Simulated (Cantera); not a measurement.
Cantera run, input and output.

```python
import numpy as np
import cantera as ct

gas = ct.Solution("gri30.yaml")
gas.TPX = 375, 11000, {'CH4': 1, 'O2': 2.5, 'N2': 9.4}
flame = ct.FreeFlame(gas, width=0.19)
flame.set_refine_criteria(ratio=3, slope=0.08, curve=0.16)
flame.transport_model = "mixture-averaged"
flame.solve(loglevel=0, auto=True)
z, T = flame.grid, flame.T
thick = (T[-1] - T[0]) / np.gradient(T, z).max()
show = ['CH4', 'O2', 'NO', 'CH2O', 'C2H6', 'CH2']
print(f"laminar burning velocity  {flame.velocity[0] * 100:.3f} cm/s")
print(f"burnt temperature         {T[-1]:.1f} K")
print(f"thermal thickness         {thick * 1e3:.4f} mm")
print(f"grid points               {len(z)}")
z0 = z[flame.heat_release_rate.argmax()]
print(f"{'z/mm':>9s}{'T/K':>9s}{'u/(m/s)':>9s}" + "".join(f"{s:>11s}" for s in show))
rows = []
for k in (-3, -2, -1.5, -1, -0.5, -0.25, 0, 0.25, 0.5, 1, 2, 4, 8):
    zz = z0 + k * thick
    rows.append([k * thick, np.interp(zz, z, T), np.interp(zz, z, flame.velocity),
                 *(np.interp(zz, z, flame.X[gas.species_index(s)]) for s in show)])
    print(f"{rows[-1][0] * 1e3:9.3f}{rows[-1][1]:9.1f}{rows[-1][2]:9.3f}" + "".join(f"{x:11.3e}" for x in rows[-1][3:]))
```

Output:

```
laminar burning velocity  74.459 cm/s
burnt temperature         2033.7 K
thermal thickness         2.9241 mm
grid points               152
     z/mm      T/K  u/(m/s)        CH4         O2         NO       CH2O       C2H6        CH2
   -8.772    375.0    0.745  7.749e-02  1.937e-01  2.406e-12  3.232e-09  7.118e-10  4.212e-19
   -5.848    375.3    0.746  7.741e-02  1.936e-01  5.620e-11  1.093e-07  2.910e-08  3.326e-15
   -4.386    377.2    0.751  7.719e-02  1.932e-01  5.148e-10  1.201e-06  4.164e-07  9.242e-13
   -2.924    407.4    0.814  7.539e-02  1.911e-01  1.143e-08  2.132e-05  1.589e-05  1.274e-09
   -1.462    732.2    1.482  5.772e-02  1.679e-01  2.396e-07  2.152e-04  3.823e-04  2.531e-07
   -0.731   1107.6    2.263  3.374e-02  1.336e-01  6.527e-07  5.998e-04  4.994e-04  5.894e-06
    0.000   1472.1    3.030  9.317e-03  9.108e-02  1.435e-06  6.063e-04  5.514e-05  2.485e-05
    0.731   1620.0    3.339  9.499e-04  6.533e-02  2.380e-06  1.164e-04  3.574e-07  5.984e-06
    1.462   1653.3    3.399  5.553e-05  5.583e-02  3.024e-06  7.756e-06  7.821e-10  3.899e-07
    2.924   1682.3    3.442  1.619e-07  5.039e-02  3.817e-06  2.389e-08  8.064e-15  1.254e-09
    5.848   1719.2    3.503  1.917e-11  4.773e-02  5.043e-06  6.834e-12  4.196e-21  1.784e-13
   11.697   1768.1    3.590  7.657e-17  4.624e-02  7.129e-06  2.994e-12  4.175e-28  3.144e-18
   23.393   1830.6    3.701  5.239e-19  4.470e-02  1.063e-05  2.275e-12 -3.288e-32  1.051e-18
```

Computed with Cantera and GRI-Mech 3.0 (53 species, 325 reactions). Burning velocities carry a grid error of a few per cent, more on coarse grids.
